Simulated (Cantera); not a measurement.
Input: 1 mol Si, 5.5 mol HCl, 0.7 mol H₂, held at 873.15 K and 750 Torr.

Method: chemical equilibrium by Gibbs-energy minimisation in Cantera with the NASA 1993 tables (ideal gas, pure condensed phases). Candidate condensed phases: Si; 19 gas species. Rates play no part.

Base state: H₂ 0.518, HCl 0.289, SiCl₄ 0.192, SiHCl₃ 0.000737 (mole fractions); condensed: gas only.

Question: What changes in the equilibrium state with this change: HCl from 5.5 to 0.52 mol?

Answer: 
```json
[
 {"species": "H₂", "before": "0.518", "after": "0.863"},
 {"species": "SiCl₄", "before": "0.192", "after": "0.0819"},
 {"species": "SiHCl₃", "before": "0.000737", "after": "0.0488"},
 {"species": "HCl", "before": "0.289", "after": "0.00311"},
 {"species": "SiH₃Cl", "before": "<1e-9", "after": "3.47e-5"},
 {"species": "SiH₂Cl₂", "before": "2.58e-7", "after": "0.00265"},
 {"species": "SiCl₂", "before": "2.30e-9", "after": "1.42e-5"},
 {"species": "SiCl₃", "before": "2.74e-6", "after": "0.000141"},
 {"species": "Si(s), mol", "before": "0", "after": "0.856"}
]
```
The tables' values for SiCl₃ are old estimates; treat these amounts as uncertain.
